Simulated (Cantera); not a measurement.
## Fluorocarbon and chlorocarbon gases: c-C4F8 + HCl + H2

A closed system holds: 1 mol c-C4F8, 0.33 mol HCl, 0.98 mol H2, at 2552 °C and 28.0 Pa.

Method: chemical equilibrium by Gibbs-energy minimisation in Cantera with the NASA 1993 tables (ideal gas, pure condensed phases). Candidate condensed phases: C, C6H6, C7H8, C8H18; 118 gas species. The feed counts by its element totals alone. The numbers say what is thermodynamically allowed, not how fast it happens.

```yaml
x(F): 0.563
x(HF): 0.184
x(C3): 0.100
x(H): 0.0411
x(CF): 0.0384
x(Cl): 0.0324
x(C): 0.0268
x(C2): 0.0113
x(CF2): 0.00116
gas_amount: 10.15 mol
log10 activity of C(graphite) (absent): -0.06
```
